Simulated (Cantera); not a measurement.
Equilibrium for silicon epitaxy and polysilicon growth: Si2H6 + HCl + N2

Charge: 1 mol Si2H6, 4.6 mol HCl, 20 mol N2, equilibrated at 1025 K and 0.00290 bar.

Method: chemical equilibrium by Gibbs-energy minimisation in Cantera with the NASA 1993 tables (ideal gas, pure condensed phases). Candidate condensed phases: NH4Cl, Si, Si3N4; 28 gas species. The feed counts by its element totals alone. N2 is the only nitrogen source here; it is nearly inert below about 1500 K, so the nitride shown seldom forms there in practice. The tables' values for SiCl3 are old estimates; treat these amounts as uncertain. Kinetics and transport are ignored.

```yaml
x(N2): 0.713
x(HCl): 0.165
x(H2): 0.119
x(SiCl4): 0.00253
x(SiCl3): 2.02e-5
x(SiHCl3): 1.58e-5
x(SiCl2): 3.35e-6
n(Si3N4(s)): 0.644 mol
gas_amount: 26.24 mol
log10 activity of Si(s) (absent): -5.08
```
